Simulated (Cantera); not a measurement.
## Thermodynamics of halide evaporation, hydrolysis and transport, feed MgF2 + N2

A closed system holds: 1 mol MgF2, 5.2 mol N2, at 71000 Pa.

These are equilibrium values from Cantera (NASA tables, ideal gas, pure condensed phases), not measurements of a reactor. Candidate condensed phases: Mg, MgF2; 13 gas species. Kinetics and transport are ignored.

```csv
T (°C),x N2,x MgF2,x Mg2F4,x F,x MgF,n MgF2(s),n MgF2(l)
1075,1.000,2.68e-6,2.21e-10,3.61e-11,3.59e-11,1.000,0
1125,1.000,8.83e-6,1.09e-9,1.64e-10,1.63e-10,1.000,0
1175,1.000,2.67e-5,4.80e-9,6.66e-10,6.62e-10,1.000,0
1225,1.000,7.48e-5,1.90e-8,2.45e-9,2.46e-9,1.000,0
1275,1.000,0.000188,6.39e-8,8.22e-9,8.16e-9,0,0.999
1325,1.000,0.000400,1.59e-7,2.40e-8,2.39e-8,0,0.998
1375,0.999,0.000807,3.72e-7,6.56e-8,6.52e-8,0,0.996
1425,0.998,0.00156,8.22e-7,1.69e-7,1.67e-7,0,0.992
1475,0.997,0.00288,1.73e-6,4.10e-7,4.07e-7,0,0.985
1525,0.995,0.00514,3.46e-6,9.47e-7,9.40e-7,0,0.973
```
x: gas mole fraction; n: condensed amount in mol.

From 1075 °C to 1225 °C the condensed part is MgF2(s). From 1275 °C to 1525 °C the condensed part is MgF2(l). The main Mg-bearing gas is MgF2 throughout.
